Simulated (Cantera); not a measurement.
**Ammonia decomposition in nitride growth gas**

A perfectly stirred reactor is fed with 6.67 % NH₃, 93.3 % H₂, at 0.918 atm; it is held at 2175 K, and followed from long to short residence time.

Cantera simulation using the gas-phase N/H chemistry of the illustrative SiF4/NH3 mechanism in the Surface Chemkin manual (1991); the numbers are that mechanism's predictions, not measurements. Walls and surfaces, which speed up NH3 decomposition in real reactors, are not modelled.

```tsv
τ (s)	x NH₃	x H₂	x N₂	x NH₂	x N₂H₂
0.78	0.00176	0.963	0.0303	2.71e-5	4.38e-9
0.24	0.00350	0.962	0.0295	5.04e-5	1.44e-8
0.072	0.00813	0.961	0.0273	9.86e-5	4.84e-8
0.022	0.0200	0.955	0.0217	0.000186	1.42e-7
0.0067	0.0392	0.945	0.0127	0.000292	2.95e-7
0.0020	0.0558	0.937	0.00486	0.000358	4.00e-7
0.00062	0.0636	0.933	0.00122	0.000348	3.38e-7
0.00019	0.0661	0.932	0.000115	0.000235	1.14e-7
```
x: mole fraction; the columns are a selection and need not sum to one.
